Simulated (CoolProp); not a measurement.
Properties of propylene at several states (Tc = 91.1 °C, pc = 4555 kPa, ω = 0.146).

Values from CoolProp's reference Helmholtz-energy equation of state, Lemmon 2013.

```
T (°C)   p (kPa)   phase  density (kg/m³)  Joule-Thomson coefficient (K/MPa)  isothermal compressibility (1/MPa)
-------  -------  ------  ---------------  ---------------------------------  ----------------------------------
-107.05     16.6  liquid            679.6                            -0.5164                           0.0009225
20.85       4460  liquid            523.2                           -0.08948                            0.005044
106.95      12.7     gas           0.1692                              8.467                               78.81
136.25      13.3     gas           0.1645                              6.947                               75.24
202.15      1430     gas            15.95                              4.839                              0.7328
37.25        815     gas            14.95                              17.09                               1.399
```
